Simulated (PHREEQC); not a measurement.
A PHREEQC speciation (ion-association model, wateq4f.dat) at 70 °C gives pH 7.18 and these molalities:

```json
[
 {"species": "NH4+", "mol/kgw": "0.00624"},
 {"species": "HCO3-", "mol/kgw": "0.00622"},
 {"species": "CO2", "mol/kgw": "0.000770"},
 {"species": "NH3", "mol/kgw": "0.000759"},
 {"species": "CO3-2", "mol/kgw": "9.08e-6"},
 {"species": "OH-", "mol/kgw": "2.54e-6"}
]
```

**Question.** What are the element totals, and what could have been dissolved in 1 kg of water to give them?

**Answer.** This is not unique; one that fits is totals C(4) 0.00700, N(-3) 0.00700 mol/kgw, from 0.007 mol NH4HCO3 per kg of water.

Precipitation was switched off in this run. At this temperature some constants are extrapolated from 25 °C, and those without enthalpy data are left unchanged.
